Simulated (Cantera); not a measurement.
A closed system holds: 1 mol NH3, 5.1 mol H2, 0.037 mol O2, at 41.0 bar.

These are equilibrium values from Cantera (NASA tables, ideal gas, pure condensed phases), not measurements of a reactor. Candidate condensed phases: H2O; 47 gas species. Ions and electrons are included (thermal ionisation). The ideal-gas law is rough above about 30 bar. The numbers say what is thermodynamically allowed, not how fast it happens. All values below are at 4727 °C.

Base state: H 0.594, H2 0.349, N2 0.0483, OH 0.00266, O 0.00243, H2O 0.00194, N 0.00114, NH 0.000281 (mole fractions); condensed: gas only.

**Question.** What changes in the equilibrium state with this change: H2 from 5.1 to 0.32 mol?

**Answer.** 
```
species    before    after
-------  --------  -------
H           0.594    0.537
H2          0.349    0.285
N2         0.0483    0.153
O2        4.93e-6  5.46e-5
NO       0.000242  0.00143
O         0.00243  0.00808
OH        0.00266  0.00800
H2O       0.00194  0.00527
```
